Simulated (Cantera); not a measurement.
Charge: 1 mol C2H6, 0.99 mol NH3, 2.1 mol N2, 0.68 mol H2O, equilibrated at 2302 °C and 1 atm.

Method: chemical equilibrium by Gibbs-energy minimisation in Cantera with the NASA 1993 tables (ideal gas, pure condensed phases). Candidate condensed phases: C, C6H6, C7H8, C8H18, H2O; 136 gas species. Equilibrium is a limit: real reactors are often held back by kinetics, nucleation or transport.

Base state: H2 0.563, N2 0.284, CO 0.0795, HCN 0.0340, H 0.0258, C2H2 (acetylene) 0.00828, HNC 0.00433, CN 9.99e-5 (mole fractions); condensed: C(graphite).

Q: What changes in the equilibrium state with this change: C2H6 replaced by CO?

A: 
| species | before | after |
|---|---|---|
| N2 | 0.284 | 0.446 |
| H2 | 0.563 | 0.258 |
| CO | 0.0795 | 0.162 |
| H2O | 9.22e-7 | 0.105 |
| CO2 | 2.03e-8 | 0.0103 |
| HCN | 0.0340 | 2.36e-7 |
| H | 0.0258 | 0.0175 |
| C2H2 (acetylene) | 0.00828 | <1e-9 |
| OH | 9.52e-9 | 0.00160 |
| NO | <1e-9 | 0.000147 |
| HNC | 0.00433 | 3.00e-8 |
| C(graphite), mol | 0.846 | 0 |
